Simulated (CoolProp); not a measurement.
Vapour-liquid equilibrium of diethyl ether (1) + ethanol (2) at 380.7 K; x and y are mole fractions of (1).

Computed with CoolProp (multi-fluid Helmholtz-energy mixture model, Thol 2014 and Schroeder 2014; pair parameters Bell 2016).

```csv
x,"bubble pressure, mixture model (MPa)","bubble pressure, Raoult's law (MPa)","y, mixture model","y, Raoult's law"
0.05,0.3422,0.3130,0.187,0.124
0.125,0.4138,0.3494,___,0.277
0.2,0.4749,0.3859,0.480,0.401
0.275,0.5263,0.4223,0.560,0.504
0.35,0.5694,0.4588,___,0.591
0.425,0.6059,0.4952,0.668,0.665
0.5,0.6373,0.5317,___,0.729
0.575,0.6649,0.5681,0.746,0.784
0.65,___,0.6046,0.783,0.833
0.725,0.7123,0.6410,0.820,0.876
0.8,0.7329,0.6775,0.861,0.915
0.875,0.7513,0.7139,0.907,0.949
0.95,0.7666,0.7504,0.960,0.981
```

**Question.** Fill in the missing entries.

**Answer.** 
- 0.125, y, mixture model: 0.366
- 0.35, y, mixture model: 0.620
- 0.5, y, mixture model: 0.709
- 0.65, bubble pressure, mixture model (MPa): 0.6897

The largest gap from Raoult's law is +24.6 % in bubble pressure, at x = 0.275. No azeotrope shows between x = 0.05 and 0.95.

Pair parameters are fitted to limited data, so mixtures are less certain than the pure fluids.
